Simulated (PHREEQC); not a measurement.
Synthetic water in mmol/kgw, 60 °C, pH 6.25, pe -1.3:

```tsv
constituent	mmol/kgw
Na	146
K	0.0179
Ca	4.99
Mg	3.03
Cl	136
S(6)	10.5
Alkalinity (meq/kgw)	0.000237
Si	0.0174
Br	4.39
```

Valence states are taken as typed.

Model: ion-association model, wateq4f.dat, run in PHREEQC.

**Question.** The ionic strength comes out as 0.171 mol/kgw. What activity coefficients do K+, Na+, Ca+2, Mg+2, Br- get?

**Answer.** K+ 0.71, Na+ 0.74, Ca+2 0.31, Mg+2 0.33, Br- 0.74.

No solid was allowed to form. Species that the database lacks are ignored. Away from 25 °C the constants follow the database's enthalpies or fits; those with neither stay at their 25 °C values.
